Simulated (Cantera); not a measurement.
Reactions in the system H-N-Nb-O

Source: NASA polynomial tables (part measured, part estimated), evaluated in Cantera. Values are per mole of reaction as written; species without (g) are pure solids or liquids, kept so even where they would boil at 1 bar.

NH3(g) + NbO2 ⇌ NO2(g) + 3 H(g) + Nb

```json
[
 {"T (K)": "1800", "ΔH° (kJ)": "1535.6", "ΔS° (J/K)": "391.9", "ΔG° (kJ)": "830.1", "log10 K": "-24.09", "condensed phases": "NbO2(s), Nb(s)"},
 {"T (K)": "1900", "ΔH° (kJ)": "1535.4", "ΔS° (J/K)": "391.9", "ΔG° (kJ)": "790.9", "log10 K": "-21.74", "condensed phases": "NbO2(s), Nb(s)"},
 {"T (K)": "2000", "ΔH° (kJ)": "1535.3", "ΔS° (J/K)": "391.8", "ΔG° (kJ)": "751.7", "log10 K": "-19.63", "condensed phases": "NbO2(s), Nb(s)"},
 {"T (K)": "2100", "ΔH° (kJ)": "1535.2", "ΔS° (J/K)": "391.7", "ΔG° (kJ)": "712.6", "log10 K": "-17.72", "condensed phases": "NbO2(s), Nb(s)"},
 {"T (K)": "2200", "ΔH° (kJ)": "1442.8", "ΔS° (J/K)": "349.2", "ΔG° (kJ)": "674.5", "log10 K": "-16.01", "condensed phases": "NbO2(l), Nb(s)"},
 {"T (K)": "2300", "ΔH° (kJ)": "1441.7", "ΔS° (J/K)": "348.7", "ΔG° (kJ)": "639.6", "log10 K": "-14.52", "condensed phases": "NbO2(l), Nb(s)"},
 {"T (K)": "2400", "ΔH° (kJ)": "1440.6", "ΔS° (J/K)": "348.3", "ΔG° (kJ)": "604.7", "log10 K": "-13.16", "condensed phases": "NbO2(l), Nb(s)"},
 {"T (K)": "2500", "ΔH° (kJ)": "1439.6", "ΔS° (J/K)": "347.9", "ΔG° (kJ)": "569.9", "log10 K": "-11.91", "condensed phases": "NbO2(l), Nb(s)"},
 {"T (K)": "2600", "ΔH° (kJ)": "1438.7", "ΔS° (J/K)": "347.5", "ΔG° (kJ)": "535.1", "log10 K": "-10.75", "condensed phases": "NbO2(l), Nb(s)"},
 {"T (K)": "2700", "ΔH° (kJ)": "1438.0", "ΔS° (J/K)": "347.2", "ΔG° (kJ)": "500.4", "log10 K": "-9.68", "condensed phases": "NbO2(l), Nb(s)"},
 {"T (K)": "2800", "ΔH° (kJ)": "1463.8", "ΔS° (J/K)": "356.6", "ΔG° (kJ)": "465.2", "log10 K": "-8.68", "condensed phases": "NbO2(l), Nb(l)"}
]
```

2 H2O(g) + NbO2 ⇌ Nb + 2 H2O2(g)

```json
[
 {"T (K)": "1800", "ΔH° (kJ)": "984.0", "ΔS° (J/K)": "46.8", "ΔG° (kJ)": "899.6", "log10 K": "-26.11", "condensed phases": "NbO2(s), Nb(s)"},
 {"T (K)": "1900", "ΔH° (kJ)": "983.3", "ΔS° (J/K)": "46.5", "ΔG° (kJ)": "895.0", "log10 K": "-24.60", "condensed phases": "NbO2(s), Nb(s)"},
 {"T (K)": "2000", "ΔH° (kJ)": "982.8", "ΔS° (J/K)": "46.2", "ΔG° (kJ)": "890.3", "log10 K": "-23.25", "condensed phases": "NbO2(s), Nb(s)"},
 {"T (K)": "2100", "ΔH° (kJ)": "982.3", "ΔS° (J/K)": "46.0", "ΔG° (kJ)": "885.7", "log10 K": "-22.03", "condensed phases": "NbO2(s), Nb(s)"},
 {"T (K)": "2200", "ΔH° (kJ)": "889.6", "ΔS° (J/K)": "3.4", "ΔG° (kJ)": "882.2", "log10 K": "-20.95", "condensed phases": "NbO2(l), Nb(s)"},
 {"T (K)": "2300", "ΔH° (kJ)": "888.2", "ΔS° (J/K)": "2.7", "ΔG° (kJ)": "881.9", "log10 K": "-20.03", "condensed phases": "NbO2(l), Nb(s)"},
 {"T (K)": "2400", "ΔH° (kJ)": "886.8", "ΔS° (J/K)": "2.2", "ΔG° (kJ)": "881.6", "log10 K": "-19.19", "condensed phases": "NbO2(l), Nb(s)"},
 {"T (K)": "2500", "ΔH° (kJ)": "885.7", "ΔS° (J/K)": "1.7", "ΔG° (kJ)": "881.5", "log10 K": "-18.42", "condensed phases": "NbO2(l), Nb(s)"},
 {"T (K)": "2600", "ΔH° (kJ)": "884.6", "ΔS° (J/K)": "1.3", "ΔG° (kJ)": "881.3", "log10 K": "-17.71", "condensed phases": "NbO2(l), Nb(s)"},
 {"T (K)": "2700", "ΔH° (kJ)": "883.8", "ΔS° (J/K)": "1.0", "ΔG° (kJ)": "881.2", "log10 K": "-17.05", "condensed phases": "NbO2(l), Nb(s)"},
 {"T (K)": "2800", "ΔH° (kJ)": "909.5", "ΔS° (J/K)": "10.3", "ΔG° (kJ)": "880.6", "log10 K": "-16.43", "condensed phases": "NbO2(l), Nb(l)"}
]
```
